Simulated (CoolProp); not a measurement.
Carbon dioxide along the isotherm 230.6 K: fugacity coefficient from the reference equation and from simpler models built on Tc = 304.1 K, pc = 7377 kPa, ω = 0.224; each cubic takes its own stable root.

Model: reference Helmholtz-energy equation of state, Span 1996, in CoolProp.

| p (kPa) | phase | reference |
|---|---|---|
| 410 | gas | 0.9527 |
| 820 | gas | 0.9052 |
| 1230 | liquid | 0.6685 |
| 1640 | liquid | 0.5056 |
| 2050 | liquid | 0.4078 |
| 2460 | liquid | 0.3427 |
| 2870 | liquid | 0.2962 |
| 3280 | liquid | 0.2613 |
| 3690 | liquid | 0.2342 |

### Question
How far does each simpler model (van der Waals, Soave-Redlich-Kwong) lie from the reference over these 9 states: mean and median of the absolute difference, and the worst?

### Answer
- van der Waals: mean 77.6 %, median 106.3 %, worst +121.5 % at 230.6 K and 3690 kPa
- Soave-Redlich-Kwong: mean 1.1 %, median 1.3 %, worst +1.5 % at 230.6 K and 3690 kPa

At some of these states van der Waals gives the other phase, because its saturation line lies elsewhere.
